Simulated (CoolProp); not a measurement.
Vapour-liquid equilibrium of benzene (1) + n-nonane (2) at 0.594 bar; x and y are mole fractions of (1).

Values from CoolProp's multi-fluid Helmholtz-energy mixture model, Thol 2012 and Lemmon 2006; pair parameters Bell 2016.

Problem. Give the bubble temperature and the first vapour's composition at x = 0.05, 0.2, 0.5. Is there an azeotrope?

Solution. x = 0.05: 118.7 °C, y = 0.353; x = 0.2: 95.6 °C, y = 0.745; x = 0.5: 77.7 °C, y = 0.909. No azeotrope shows between x = 0.05 and 0.95.

The pair parameters rest on a limited set of measurements; away from them the model extrapolates.
